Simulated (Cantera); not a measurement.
**Carbon deposition, reforming and gasification: acetone + H2 + N2 + CO2**

A closed system holds: 1 mol acetone, 1.1 mol H2, 31 mol N2, 0.0018 mol CO2, held at 100 Torr.

Method: chemical equilibrium by Gibbs-energy minimisation in Cantera with the NASA 1993 tables (ideal gas, pure condensed phases). Candidate condensed phases: C, C6H6, C7H8, C8H18, H2O; 169 gas species. Ions and electrons are included (thermal ionisation). The feed counts by its element totals alone. Equilibrium is a limit: real reactors are often held back by kinetics, nucleation or transport.

| T (K) | x N2 | x H | x H2 | x N | x C | x HCN | x CO | x CN | n C(graphite) |
|---|---|---|---|---|---|---|---|---|---|
| 2000 | 0.856 | 0.00148 | 0.110 | 2.29e-9 | 2.28e-10 | 0.00453 | 0.0278 | 1.43e-6 | 1.82 |
| 2500 | 0.839 | 0.0207 | 0.0902 | 7.33e-7 | 1.25e-6 | 0.0195 | 0.0275 | 0.000258 | 1.12 |
| 3000 | 0.794 | 0.0897 | 0.0430 | 3.40e-5 | 0.000309 | 0.0300 | 0.0264 | 0.00646 | 0 |
| 3500 | 0.752 | 0.169 | 0.0110 | 0.000526 | 0.00512 | 0.00870 | 0.0249 | 0.0208 | 0 |
| 4000 | 0.732 | 0.192 | 0.00193 | 0.00416 | 0.0192 | 0.00111 | 0.0242 | 0.0231 | 0 |
| 4500 | 0.715 | 0.193 | 0.000415 | 0.0208 | 0.0314 | 0.000120 | 0.0237 | 0.0147 | 0 |
| 5000 | 0.669 | 0.188 | 0.000113 | 0.0743 | 0.0377 | 1.54e-5 | 0.0225 | 0.00819 | 0 |
x: gas mole fraction; n: condensed amount in mol.

From 2000 K to 2500 K the condensed part is C(graphite). From 3000 K to 5000 K nothing is condensed. The main C-bearing gas is CO at 2000 K and C at 5000 K.
